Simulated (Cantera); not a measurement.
Charge: 1 mol SiHCl₃, a varied amount of H₂, held at 0.240 bar.

Points: T (K) = 923, 998, 1073, 1148, 1223, 1298, 1373, 1448, 1523; n(H2) (mol) = 5.7, 9.9, 14, 18, 22, 27, 31, 35, 39, 43, 47.

Cantera's Mixture.equilibrate('TP', solver="vcs", rtol=1e-11, max_steps=5000) on the NASA tables stopped like this:

```
ERROR: FAILURE its = 5001!

*******************************************************************************
CanteraError thrown by MultiPhase::equilibrate:
VCS solver failed. Return code: -1
*******************************************************************************
```

**Question.** What got this run through?

**Answer.** One answer among several that fit: The failure is numerical, not chemical. The same input converged with solver="gibbs", rtol=1e-10, max_steps=50000, and the result passed a check of the equilibrium conditions:
```
    923        5.7  Si(cr)
    923        9.9  Si(cr)
    923         14  Si(cr)
    923         18  Si(cr)
    923         22  Si(cr)
    923         27  Si(cr)
    923         31  Si(cr)
    923         35  Si(cr)
    923         39  Si(cr)
    923         43  Si(cr)
    923         47  Si(cr)
    998        5.7  Si(cr)
    998        9.9  Si(cr)
    998         14  Si(cr)
    998         18  Si(cr)
    998         22  Si(cr)
    998         27  Si(cr)
    998         31  Si(cr)
    998         35  Si(cr)
    998         39  Si(cr)
    998         43  Si(cr)
    998         47  Si(cr)
   1073        5.7  Si(cr)
   1073        9.9  Si(cr)
   1073         14  Si(cr)
   1073         18  Si(cr)
   1073         22  Si(cr)
   1073         27  Si(cr)
   1073         31  Si(cr)
   1073         35  Si(cr)
   1073         39  Si(cr)
   1073         43  Si(cr)
   1073         47  Si(cr)
   1148        5.7  Si(cr)
   1148        9.9  Si(cr)
   1148         14  Si(cr)
   1148         18  Si(cr)
   1148         22  Si(cr)
   1148         27  Si(cr)
   1148         31  Si(cr)
   1148         35  Si(cr)
   1148         39  Si(cr)
   1148         43  Si(cr)
   1148         47  Si(cr)
   1223        5.7  Si(cr)
   1223        9.9  Si(cr)
   1223         14  Si(cr)
   1223         18  Si(cr)
   1223         22  Si(cr)
   1223         27  Si(cr)
   1223         31  Si(cr)
   1223         35  Si(cr)
   1223         39  Si(cr)
   1223         43  Si(cr)
   1223         47  Si(cr)
   1298        5.7  Si(cr)
   1298        9.9  Si(cr)
   1298         14  Si(cr)
   1298         18  Si(cr)
   1298         22  Si(cr)
   1298         27  Si(cr)
   1298         31  Si(cr)
   1298         35  Si(cr)
   1298         39  Si(cr)
   1298         43  Si(cr)
   1298         47  Si(cr)
   1373        5.7  Si(cr)
   1373        9.9  Si(cr)
   1373         14  Si(cr)
   1373         18  Si(cr)
   1373         22  Si(cr)
   1373         27  Si(cr)
   1373         31  Si(cr)
   1373         35  Si(cr)
   1373         39  Si(cr)
   1373         43  Si(cr)
   1373         47  Si(cr)
   1448        5.7  Si(cr)
   1448        9.9  Si(cr)
   1448         14  Si(cr)
   1448         18  Si(cr)
   1448         22  Si(cr)
   1448         27  Si(cr)
   1448         31  Si(cr)
   1448         35  Si(cr)
   1448         39  Si(cr)
   1448         43  Si(cr)
   1448         47  Si(cr)
   1523        5.7  Si(cr)
   1523        9.9  Si(cr)
   1523         14  Si(cr)
   1523         18  Si(cr)
   1523         22  Si(cr)
   1523         27  Si(cr)
   1523         31  Si(cr)
   1523         35  Si(cr)
   1523         39  Si(cr)
   1523         43  Si(cr)
   1523         47  Si(cr)
```

The gas is ideal and each condensed phase is pure. The tables' values for SiCl3 are old estimates.
